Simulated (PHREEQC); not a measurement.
## Copper plating or etch bath (model solution)

Dissolve 110 mmol/kgw Cu(NO3)2, 0.1 mmol/kgw HBF4 and 0.2 mmol/kgw Na2SO4 at 55 °C. Closed to the air; pH follows from the charge balance.

Equilibrium calculation in PHREEQC: ion-association model, phreeqc.dat.

Each row changes one thing in this solution. Precipitation was switched off in this run.

```csv
case,pH,Cu2(OH)2+2 (mol/kgw),CuOH+ (mol/kgw),Cu(OH)2 (mol/kgw)
as made,3.55,2.60e-5,1.54e-6,7.05e-9
temperature from 55 to 15 °C,3.56,6.96e-7,1.67e-6,7.99e-9
Na2SO4 from 0.0002 to 0.002 mol/kgw,3.56,2.68e-5,1.56e-6,7.34e-9
Cu(NO3)2 from 0.11 to 0.165 mol/kgw,…,3.92e-5,1.99e-6,7.76e-9
temperature from 55 to 85 °C,…,0.000128,1.09e-6,3.62e-9
HBF4 left out,…,9.45e-5,2.94e-6,2.57e-8
Na2SO4 from 0.0002 to 0.0001 mol/kgw,3.55,2.60e-5,1.54e-6,7.04e-9
Na2SO4 left out,3.55,2.59e-5,1.54e-6,7.02e-9
```

**Question.** Some entries are withheld; supply them.

**Answer.** 
- Cu(NO3)2 from 0.11 to 0.165 mol/kgw, pH: 3.52
- temperature from 55 to 85 °C, pH: 3.42
- HBF4 left out, pH: 3.83

Complexes and solids missing from the database can't appear. At this temperature some constants are extrapolated from 25 °C, and those without enthalpy data are left unchanged. Real BF4- forms and hydrolyses slowly; the run takes it at equilibrium.
